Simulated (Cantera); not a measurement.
Mixture: CH₄ : O₂ : N₂ = 1 : 3.51 : 15.8 (molar parts), at 1000000 Pa, adiabatic and at constant pressure. Ignition delay is the time to a rise of 400 K.

Computed with Cantera and GRI-Mech 3.0 (53 species, 325 reactions).

### Question
What does this change do: constant volume in place of constant pressure?

### Answer
```json
[
 {"quantity": "delay at 1323 K", "before": "1.05 ms", "after": "0.998 ms"},
 {"quantity": "delay at 1523 K", "before": "0.145 ms", "after": "0.136 ms"},
 {"quantity": "delay at 1723 K", "before": "28.8 µs", "after": "27.0 µs"},
 {"quantity": "delay at 1923 K", "before": "8.18 µs", "after": "7.59 µs"},
 {"quantity": "apparent activation energy between 1823 and 2023 K", "before": "170 kJ/mol", "after": "170 kJ/mol"}
]
```
